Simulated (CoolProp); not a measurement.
Vapour-liquid equilibrium of isobutane (1) + n-butane (2) at 1.33 MPa; x and y are mole fractions of (1).

The numbers come from the multi-fluid Helmholtz-energy mixture model, Bücker 2006 and Bücker 2006; pair parameters Kunz 2012 in CoolProp.

| x | bubble temperature, mixture model (K) | bubble temperature, Raoult's law (K) | y, mixture model | y, Raoult's law |
|---|---|---|---|---|
| 0.05 | 365.5 | 365.5 | 0.060 | 0.065 |
| 0.125 | 364.5 | 364.3 | 0.147 | 0.158 |
| 0.2 | 363.4 | 363.2 | 0.232 | 0.247 |
| 0.275 | 362.4 | 362.1 | 0.314 | 0.333 |
| 0.35 | 361.3 | 361.1 | 0.394 | 0.415 |
| 0.425 | 360.3 | 360.0 | 0.472 | 0.494 |
| 0.5 | 359.3 | 359.0 | 0.548 | 0.569 |
| 0.575 | 358.3 | 358.0 | 0.622 | 0.641 |
| 0.65 | 357.3 | 357.0 | 0.693 | 0.711 |
| 0.725 | 356.3 | 356.1 | 0.763 | 0.777 |
| 0.8 | 355.3 | 355.1 | 0.830 | 0.841 |
| 0.875 | 354.3 | 354.2 | 0.895 | 0.903 |
| 0.95 | 353.3 | 353.3 | 0.959 | 0.962 |

The largest gap from Raoult's law is +0.3 K in bubble temperature, at x = 0.5. No azeotrope shows between x = 0.05 and 0.95.

Pair parameters are fitted to limited data, so mixtures are less certain than the pure fluids.
